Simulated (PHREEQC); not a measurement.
HF is added in steps, without added water, to 1 kg of water holding 0.0015 mol NH4Cl, 0.0033 mol Na2SO4 and 0.011 mol KCl, at 25 °C. O2 is buffered at 0.21 atm. CO2 from the air is kept out. Nothing may precipitate in this run.

Base run: PHREEQC, ion-association model, phreeqc.dat. Each further column changes one thing. The table gives HSO4- (mol/kgw).

| HF added (mol) | base | all activity coefficients set to 1 | Davies equation for every ion | metal-ligand complexes left out | database wateq4f.dat |
|---|---|---|---|---|---|
| 0 | 1.46e-7 | 2.12e-7 | 1.42e-7 | 1.53e-7 | 1.47e-7 |
| 0.0003875 | 4.40e-5 | 6.32e-5 | 4.28e-5 | 4.62e-5 | 4.40e-5 |
| 0.0006781 | 6.80e-5 | 9.65e-5 | 6.61e-5 | 7.13e-5 | 6.79e-5 |
| 0.001066 | 9.42e-5 | 0.000133 | 9.17e-5 | 9.89e-5 | 9.41e-5 |
| 0.001356 | 0.000111 | 0.000156 | 0.000108 | 0.000117 | 0.000111 |
| 0.001744 | 0.000131 | 0.000183 | 0.000128 | 0.000138 | 0.000131 |
| 0.002034 | 0.000145 | 0.000202 | 0.000141 | 0.000152 | 0.000145 |
| 0.002422 | 0.000162 | 0.000224 | 0.000158 | 0.000170 | 0.000162 |
| 0.002713 | 0.000174 | 0.000240 | 0.000169 | 0.000182 | 0.000173 |
| 0.0031 | 0.000189 | 0.000260 | 0.000184 | 0.000198 | 0.000188 |

 phreeqc.dat and wateq4f.dat share most of their constants, so their agreement is no independent check.
